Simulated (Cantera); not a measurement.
Gas mixture: 26.6 % N2, 73.4 % O2, at 1100 Pa, frozen composition.

Cantera's kinetic-theory transport with the Lennard-Jones parameters of GRI-Mech 3.0, ideal gas; thermal conductivity in the multicomponent form.

One state of this run: ρ (kg/m³) = 0.00409; cp (J/kg/K) = 1109; μ (µPa s) = 46.2; λ (mW/m/K) = 72.3; Pr = 0.709; D (cm²/s) NO = 147; D (cm²/s) H = 925; D (cm²/s) CO2 = 120. D: mixture-averaged diffusion coefficient of that species in the mixture.

Problem. Which value of T (K) does it belong to?
A) 600
B) 900
C) 700
D) 1000

Solution. D, 1000
